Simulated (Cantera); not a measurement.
An adiabatic, constant-pressure homogeneous reactor starts with CH4 : O2 : N2 = 1 : 1.18 : 4.42 (molar parts), at 1248 K and 5.20 bar. Integrator tolerance rtol = 1e-08.

Detailed kinetics in Cantera: GRI-Mech 3.0 (53 species, 325 reactions).

Task: What does this change do: initial temperature 1248 to 1073 K?

Result: 
```tsv
quantity	before	after
time of steepest temperature rise	6.96 ms	73.3 ms
temperature at 2.00 s	2508 K	2365 K
equilibrium temperature	2508 K	2365 K
x(CH4) at 2.00 s	7.77e-11 (gas-phase equilibrium 8.76e-11)	1.49e-10 (gas-phase equilibrium 1.69e-10)
x(O2) at 2.00 s	1.50e-5 (gas-phase equilibrium 1.50e-5)	3.40e-6 (gas-phase equilibrium 3.40e-6)
x(NO) at 2.00 s	0.000172 (gas-phase equilibrium 0.000172)	6.28e-5 (gas-phase equilibrium 6.28e-5)
x(O) at 2.00 s	2.57e-5 (gas-phase equilibrium 2.57e-5)	5.84e-6 (gas-phase equilibrium 5.84e-6)
x(N2O) at 2.00 s	1.89e-8 (gas-phase equilibrium 1.89e-8)	6.90e-9 (gas-phase equilibrium 6.90e-9)
x(H2) at 2.00 s	0.110 (gas-phase equilibrium 0.110)	0.112 (gas-phase equilibrium 0.112)
x(C2H2) at 2.00 s	<1e-12 (gas-phase equilibrium <1e-12)	<1e-12 (gas-phase equilibrium <1e-12)
```
